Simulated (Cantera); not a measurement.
Charge: 1 mol Ta2O5, 2.7 mol CO.

These are equilibrium values from Cantera (NASA tables, ideal gas, pure condensed phases), not measurements of a reactor. Candidate condensed phases: C, Ta, TaC, Ta2O5; 15 gas species. Mutual solubility and eutectic melting of coexisting phases are not modelled. TaC: taken at fixed stoichiometry. Condensed phases not in the tables: Ta2C. The numbers say what is thermodynamically allowed, not how fast it happens.

Problem. What condenses at these points (T in °C, P in Pa): (1102, 320000); (1002, 100); (1502, 100); (1102, 1000000); (1602, 100); (902, 32000)?

Solution. 
```csv
T (°C),P in Pa,condensed phases,Ta condensed (%)
1102,320000,C + Ta2O5,100.0
1002,100,TaC + Ta2O5,100.0
1502,100,TaC + Ta2O5,100.0
1102,1000000,C + Ta2O5,100.0
1602,100,Ta2O5,100.0
902,32000,C + Ta2O5,100.0
```
